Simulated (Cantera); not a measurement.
Input (Python, Cantera) and output of one run.

```python
import numpy as np
import cantera as ct

gas_names = """
    Cr CrN H H2 N NH NH2 NH3 N2 N2H2 N2H4
""".split()
cond_names = """
    Cr(cr) Cr(L) CrN(s) Cr2N(s)
""".split()


# ... load() reads the species with a 1 bar reference pressure and builds the phases ...
atoms = {
    'Cr': {'Cr': 1},
    'NH3': {'N': 1, 'H': 3},
}
top_T = {'CrN(s)': 1900, 'Cr2N(s)': 1900}  # K; cautious upper limits of use, not melting points


# ... equilibrate(T, P, feed) seeds the gas with the atoms and calls Mixture.equilibrate('TP', solver="vcs", rtol=1e-11, max_steps=5000) ...
results = []
feed = {'Cr': 1, 'NH3': 6.9}  # mol
T = 1448  # K
P = 133.322  # Pa
mix = equilibrate(T, P, feed)
results.append((T, P, feed, dict(zip(mix.species_names, mix.species_moles))))
x = sorted(zip(gas.X, gas.species_names), reverse=True)
print(f"T = {T:g} K  P = {P:g} Pa  gas = {mix.phase_moles(0):.4g} mol")
print("   x: " + "  ".join(f"{s} {v:.3e}" for v, s in x if v > 0.001))
print("   condensed (mol): " + ("  ".join(f"{mix.phase(i).name} {mix.phase_moles(i):.4g}"
      for i in range(1, mix.n_phases) if mix.phase_moles(i) > 1e-12) or "none"))
```

Output:

```
T = 1448 K  P = 133.322 Pa  gas = 13.8 mol
   x: H2 7.497e-01  N2 2.499e-01
   condensed (mol): Cr(cr) 0.9981
```

Method: chemical equilibrium by Gibbs-energy minimisation in Cantera with the NASA 1993 tables (ideal gas, pure condensed phases).
